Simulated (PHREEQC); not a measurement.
1 kg of water holding 0.058 mol/kgw MgCl2 and 0.33 mol/kgw KCl is evaporated at 25 °C; the solids stay in contact with the brine. The system is closed to CO2. Only these solids could form: Bischofite, Brucite, Carnallite, Sylvite, MgCl2_4H2O.

Equilibrium calculation in PHREEQC: Pitzer model, pitzer.dat.

```
water left (kg)  ionic strength  water activity  Sylvite (mol)  Carnallite (mol)
---------------  --------------  --------------  -------------  ----------------
1                         0.504           0.987              0                 0
0.5552                    0.908             ___              0                 0
0.3082                     1.64           0.956              0                 0
0.2082                     2.42           0.934              0                 0
0.1156                     4.36           0.875              0                 0
0.06418                    6.16           0.820          0.109                 0
0.03564                     ___           0.786          0.242                 0
0.02407                     ___           0.729          0.291                 0
0.01316                    13.3           0.519          0.321           0.00199
0.002143                   13.3           0.519          0.280            0.0489
```

Task: Some entries are withheld; supply them.

Result: 
- 0.5552, water activity: 0.976
- 0.03564, ionic strength: 7.36
- 0.02407, ionic strength: 8.85
